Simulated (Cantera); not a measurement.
A Cantera script and what it prints.

```python
import numpy as np
import cantera as ct

gas_names = """
    AL ALF ALF2 ALF3 ALN AL2 AL2F6 F F2 N NF NF2 NF3 N2
""".split()
cond_names = """
    AL(cr) AL(L) ALF3(a) ALF3(b) ALF3(L) ALN(s)
""".split()


# ... load() reads the species with a 1 bar reference pressure and builds the phases ...
atoms = {
    'AlN': {'AL': 1, 'N': 1},
    'NF3': {'N': 1, 'F': 3},
}
top_T = {'ALN(s)': 2750}  # K; cautious upper limits of use, not melting points


# ... equilibrate(T, P, feed) seeds the gas with the atoms and calls Mixture.equilibrate('TP', solver="vcs", rtol=1e-11, max_steps=5000) ...
results = []
feed = {'AlN': 1, 'NF3': 3}  # mol
T = 2025  # K
P = 133.322  # Pa
mix = equilibrate(T, P, feed)
results.append((T, P, feed, dict(zip(mix.species_names, mix.species_moles))))
x = sorted(zip(gas.X, gas.species_names), reverse=True)
print(f"T = {T:g} K  P = {P:g} Pa  gas = {mix.phase_moles(0):.4g} mol")
print("   x: " + "  ".join(f"{s} {v:.3e}" for v, s in x if v > 0.0001))
print("   condensed (mol): " + ("  ".join(f"{mix.phase(i).name} {mix.phase_moles(i):.4g}"
      for i in range(1, mix.n_phases) if mix.phase_moles(i) > 1e-12) or "none"))
```

Result:

```
T = 2025 K  P = 133.322 Pa  gas = 9 mol
   x: F 6.667e-01  N2 2.222e-01  ALF3 1.111e-01
   condensed (mol): none
```

These are equilibrium values from Cantera (NASA tables, ideal gas, pure condensed phases), not measurements of a reactor.
